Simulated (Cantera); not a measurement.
An adiabatic, constant-pressure homogeneous reactor starts with 19.7 % CH4, 1.55 % H2, 16.0 % O2, 60.4 % N2, 2.36 % H2O, equivalence ratio 2.5, at 1248 K and 0.385 atm.

Model: GRI-Mech 3.0 (53 species, 325 reactions), integrated in Cantera.

### Question
Predict: time of steepest temperature rise; temperature at 0.500 s; equilibrium temperature; x(H2) at 0.500 s; x(O2) at 0.500 s; x(HCO) at 0.500 s.

### Answer
```json
{
  "time_of_steepest_temperature_rise": "43.4 ms",
  "temperature at 0.500 s": "2040 K",
  "equilibrium_temperature": "2041 K",
  "x(H2) at 0.500 s": "0.243 (gas-phase equilibrium 0.243)",
  "x(O2) at 0.500 s": "7.52e-8 (gas-phase equilibrium 7.54e-8)",
  "x(HCO) at 0.500 s": "3.14e-8 (gas-phase equilibrium 3.14e-8)"
}
```
